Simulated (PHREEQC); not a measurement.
# Spent oxide etchant: an equilibrium model

Consider water at 90 °C with 0.21 mol/kgw NH4HF2, 5.2e-05 mol/kgw H2SiF6 and 0.0036 mol/kgw H3BO3. It is in equilibrium with CO2 at log p = -3.5 (atm). Otherwise closed; pH follows from the charge balance.

The numbers come from PHREEQC with the ion-association model, phreeqc.dat.

Each row changes one thing in this solution. No solid was allowed to form.

```json
[
 {"case": "as made", "pH": "3.57", "ionic strength (mol/kgw)": "0.210", "NH3 (mol/kgw)": "1.14e-5", "HCO3- (mol/kgw)": "7.79e-9", "SI of Quartz (SiO2)": "-9.22"},
 {"case": "H2SiF6 from 5.2e-05 to 0.000104 mol/kgw", "pH": "3.57", "ionic strength (mol/kgw)": "0.210", "NH3 (mol/kgw)": "1.14e-5", "HCO3- (mol/kgw)": "7.78e-9", "SI of Quartz (SiO2)": "-8.92"},
 {"case": "H3BO3 from 0.0036 to 0.0018 mol/kgw", "pH": "3.56", "ionic strength (mol/kgw)": "0.210", "NH3 (mol/kgw)": "1.11e-5", "HCO3- (mol/kgw)": "7.58e-9", "SI of Quartz (SiO2)": "-9.26"},
 {"case": "temperature from 90 to 20 °C", "pH": "2.99", "ionic strength (mol/kgw)": "0.211", "NH3 (mol/kgw)": "5.32e-8", "HCO3- (mol/kgw)": "6.75e-9", "SI of Quartz (SiO2)": "-13.15"},
 {"case": "0.012 mol/kgw (NH4)2SO4 added", "pH": "3.56", "ionic strength (mol/kgw)": "0.237", "NH3 (mol/kgw)": "1.20e-5", "HCO3- (mol/kgw)": "7.75e-9", "SI of Quartz (SiO2)": "-9.23"},
 {"case": "H3BO3 left out", "pH": "3.55", "ionic strength (mol/kgw)": "0.210", "NH3 (mol/kgw)": "1.08e-5", "HCO3- (mol/kgw)": "7.38e-9", "SI of Quartz (SiO2)": "-9.31"}
]
```

At this temperature some constants are extrapolated from 25 °C, and those without enthalpy data are left unchanged. SiF6-2 is the database's only silicon fluoride. Real BF4- forms and hydrolyses slowly; the run takes it at equilibrium.
